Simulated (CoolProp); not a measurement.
Vapour-liquid equilibrium of R22 (1) + dimethyl ether (2) at 4.82 bar; x and y are mole fractions of (1).

Values from CoolProp's multi-fluid Helmholtz-energy mixture model, Kamei 1995 and Wu 2011; pair parameters Bell 2016.

| x | bubble temperature (°C) | y at the bubble point | dew temperature at overall composition x (°C) | liquid density (mol/L) |
|---|---|---|---|---|
| 0.05 | 18.5 | 0.042 | 18.6 | 14.61 |
| 0.125 | ___ | 0.112 | 19.0 | ___ |
| 0.2 | 19.2 | 0.193 | 19.2 | 14.67 |
| 0.275 | 19.2 | 0.284 | 19.2 | 14.70 |
| 0.35 | 18.8 | 0.385 | 19.0 | 14.72 |
| 0.425 | 18.0 | 0.492 | 18.6 | 14.76 |
| 0.5 | 16.6 | ___ | 17.9 | ___ |
| 0.575 | 14.7 | 0.703 | 17.0 | 14.84 |
| 0.65 | 12.3 | 0.794 | 15.8 | 14.88 |
| 0.725 | 9.4 | 0.870 | 14.2 | 14.92 |
| 0.8 | 6.3 | ___ | 12.1 | 14.95 |
| 0.875 | 3.3 | 0.965 | 9.2 | 14.95 |
| 0.95 | ___ | 0.990 | 4.7 | ___ |

Complete the blanks.


- 0.125, bubble temperature (°C): 18.9
- 0.125, liquid density (mol/L): 14.64
- 0.5, y at the bubble point: 0.600
- 0.5, liquid density (mol/L): 14.79
- 0.8, y at the bubble point: 0.926
- 0.95, bubble temperature (°C): 0.6
- 0.95, liquid density (mol/L): 14.91

y crosses x between x = 0.2 and 0.275: the model has an azeotrope there.

The pair parameters rest on a limited set of measurements; away from them the model extrapolates.
